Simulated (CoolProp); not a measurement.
Methane along the isobar 3.87 MPa: density (kg/m³) from the reference equation and from simpler models built on Tc = -82.6 °C, pc = 4.599 MPa, ω = 0.011; each cubic takes its own stable root.

Computed with CoolProp (reference Helmholtz-energy equation of state, Setzmann 1991).

```csv
T (°C),phase,reference
-113.25,liquid,344.0
-81.55,gas,63.03
-49.85,gas,41.43
-18.15,gas,33.17
13.55,gas,28.17
45.35,gas,24.67
77.05,gas,22.04
108.75,gas,19.97
140.45,gas,18.28
```

How far does each simpler model (van der Waals, Redlich-Kwong) lie from the reference over these 9 states: mean and median of the absolute difference, and the worst?


- van der Waals: mean 5.0 %, median 1.5 %, worst -30.9 % at -113.25 °C and 3.87 MPa
- Redlich-Kwong: mean 0.7 %, median 0.3 %, worst -4.3 % at -113.25 °C and 3.87 MPa
